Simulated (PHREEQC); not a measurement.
1 kg of water holding 0.37 mol/kgw MgCl2 and 0.25 mol/kgw MgSO4 is evaporated at 25 °C; the solids stay in contact with the brine. No CO2 enters from the air. The run lets Bischofite, Brucite, Epsomite, Hexahydrite, Kieserite, MgCl2_4H2O precipitate or redissolve, and no other solid.

Model: Pitzer model, pitzer.dat, run in PHREEQC.

```json
[
 {"water left (kg)": "1", "ionic strength": "2.11", "water activity": "0.976", "Kieserite (mol)": "0", "Bischofite (mol)": "0", "Epsomite (mol)": "0", "S in solution (mol/kgw)": "0.250"},
 {"water left (kg)": "0.8219", "ionic strength": "2.57", "water activity": "0.970", "Kieserite (mol)": "0", "Bischofite (mol)": "0", "Epsomite (mol)": "0", "S in solution (mol/kgw)": "0.304"},
 {"water left (kg)": "0.6755", "ionic strength": "3.12", "water activity": "0.962", "Kieserite (mol)": "0", "Bischofite (mol)": "0", "Epsomite (mol)": "0", "S in solution (mol/kgw)": "0.370"},
 {"water left (kg)": "0.5552", "ionic strength": "3.80", "water activity": "0.951", "Kieserite (mol)": "0", "Bischofite (mol)": "0", "Epsomite (mol)": "0", "S in solution (mol/kgw)": "0.450"},
 {"water left (kg)": "0.4563", "ionic strength": "4.62", "water activity": "0.936", "Kieserite (mol)": "0", "Bischofite (mol)": "0", "Epsomite (mol)": "0", "S in solution (mol/kgw)": "0.548"},
 {"water left (kg)": "0.375", "ionic strength": "5.63", "water activity": "0.916", "Kieserite (mol)": "0", "Bischofite (mol)": "0", "Epsomite (mol)": "0", "S in solution (mol/kgw)": "0.667"},
 {"water left (kg)": "0.3082", "ionic strength": "6.85", "water activity": "0.888", "Kieserite (mol)": "0", "Bischofite (mol)": "0", "Epsomite (mol)": "0", "S in solution (mol/kgw)": "0.811"},
 {"water left (kg)": "0.2533", "ionic strength": "8.33", "water activity": "0.848", "Kieserite (mol)": "0", "Bischofite (mol)": "0", "Epsomite (mol)": "0", "S in solution (mol/kgw)": "0.987"},
 {"water left (kg)": "0.2082", "ionic strength": "10.1", "water activity": "0.794", "Kieserite (mol)": "0", "Bischofite (mol)": "0", "Epsomite (mol)": "0", "S in solution (mol/kgw)": "1.20"},
 {"water left (kg)": "0.1586", "ionic strength": "10.8", "water activity": "0.736", "Kieserite (mol)": "0", "Bischofite (mol)": "0", "Epsomite (mol)": "0.0996", "S in solution (mol/kgw)": "0.949"},
 {"water left (kg)": "0.1197", "ionic strength": "12.1", "water activity": "0.647", "Kieserite (mol)": "0", "Bischofite (mol)": "0", "Epsomite (mol)": "0.166", "S in solution (mol/kgw)": "0.703"},
 {"water left (kg)": "0.09637", "ionic strength": "13.9", "water activity": "0.545", "Kieserite (mol)": "0.0473", "Bischofite (mol)": "0", "Epsomite (mol)": "0.146", "S in solution (mol/kgw)": "0.591"},
 {"water left (kg)": "0.09127", "ionic strength": "14.0", "water activity": "0.526", "Kieserite (mol)": "0.208", "Bischofite (mol)": "0", "Epsomite (mol)": "0", "S in solution (mol/kgw)": "0.459"},
 {"water left (kg)": "0.07373", "ionic strength": "15.5", "water activity": "0.418", "Kieserite (mol)": "0.242", "Bischofite (mol)": "0", "Epsomite (mol)": "0", "S in solution (mol/kgw)": "0.115"},
 {"water left (kg)": "0.05325", "ionic strength": "17.6", "water activity": "0.319", "Kieserite (mol)": "0.248", "Bischofite (mol)": "0.0596", "Epsomite (mol)": "0", "S in solution (mol/kgw)": "0.0286"},
 {"water left (kg)": "0.02234", "ionic strength": "17.6", "water activity": "0.319", "Kieserite (mol)": "0.249", "Bischofite (mol)": "0.240", "Epsomite (mol)": "0", "S in solution (mol/kgw)": "0.0286"}
]
```

Epsomite from water left = 0.1586 kg, last present at water left = 0.09637 kg; Kieserite from water left = 0.09637 kg; Bischofite from water left = 0.05325 kg.
